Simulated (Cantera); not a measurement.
A freely propagating, adiabatic, planar premixed flame of H2 : O2 : N2 : H2O = 1 : 0.532 : 1.65 : 0.12 (molar parts), equivalence ratio 0.94, unburnt at 425 K and 4.34 atm; mixture-averaged transport, grid criteria slope 0.08 and curve 0.16, no radiation.

Cantera simulation using the H2/O2 subset of GRI-Mech 3.0, which has no nitrogen chemistry; the numbers are that mechanism's predictions, not measurements. The hydrogen kinetics of GRI-Mech 3.0 are dated; newer H2 mechanisms differ, most at raised pressure. Burning velocities carry a grid error of a few per cent, more on coarse grids.

What does this change do: N2 1.65 to 2.1 parts?


```json
[
 {"quantity": "laminar burning velocity", "before": "377 cm/s", "after": "257 cm/s"},
 {"quantity": "thermal thickness", "before": "0.0564 mm", "after": "0.0634 mm"},
 {"quantity": "peak x(H)", "before": "0.0242", "after": "0.0159"},
 {"quantity": "peak x(H2O2)", "before": "0.000146", "after": "0.000139"},
 {"quantity": "peak x(HO2)", "before": "0.00126", "after": "0.00103"}
]
```
